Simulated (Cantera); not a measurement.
Charge: 1 mol N₂O, 0.0086 mol SO₂, 0.29 mol N₂, held at 3475 K and 3.08 Torr.

Method: chemical equilibrium by Gibbs-energy minimisation in Cantera with the NASA 1993 tables (ideal gas, pure condensed phases). Candidate condensed phases: S; 17 gas species. The numbers say what is thermodynamically allowed, not how fast it happens.

**Question.** What is the equilibrium state?

**Answer.** 
```
Property                             Value
-------------------------------  ---------
x(N₂)                                0.555
x(O)                                 0.427
x(NO)                              0.00849
x(S)                               0.00351
x(O₂)                              0.00348
x(N)                               0.00229
x(SO)                             0.000221
x(SO₂)                             2.55e-6
gas amount                       2.300 mol
log10 activity of S(l) (absent)      -6.70
```
